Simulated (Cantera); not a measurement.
A closed system holds: 1 mol SiCl4, 1.1 mol HCl, 9.4 mol H2, held at 1.33 mbar.

Equilibrium computed with Cantera from the NASA thermochemical tables; the gas is ideal and each condensed phase is pure. Candidate condensed phases: Si; 19 gas species. The tables' values for SiCl, SiCl3 are old estimates; treat these amounts as uncertain. Gases not in the tables: Si2H6 and higher silanes. Rates play no part. All values below are at 2248 K.

Base state: H2 0.489, HCl 0.249, H 0.141, Cl 0.0520, Si 0.0408, SiCl2 0.0219, SiCl 0.00545, SiH 0.000421 (mole fractions); condensed: gas only.

Question: What changes in the equilibrium state with this change: H2 from 9.4 to 31 mol?

Answer: 
```json
[
 {"species": "H2", "before": "0.489", "after": "0.680"},
 {"species": "H", "before": "0.141", "after": "0.166"},
 {"species": "HCl", "before": "0.249", "after": "0.109"},
 {"species": "Cl", "before": "0.0520", "after": "0.0192"},
 {"species": "SiCl2", "before": "0.0219", "after": "0.00167"},
 {"species": "Si", "before": "0.0408", "after": "0.0228"},
 {"species": "SiCl3", "before": "3.03e-5", "after": "8.51e-7"},
 {"species": "SiCl", "before": "0.00545", "after": "0.00112"},
 {"species": "Si2", "before": "6.70e-5", "after": "2.09e-5"},
 {"species": "SiH", "before": "0.000421", "after": "0.000277"},
 {"species": "SiH2", "before": "1.70e-5", "after": "1.32e-5"}
]
```
The tables' values for SiCl are old estimates; treat these amounts as uncertain.
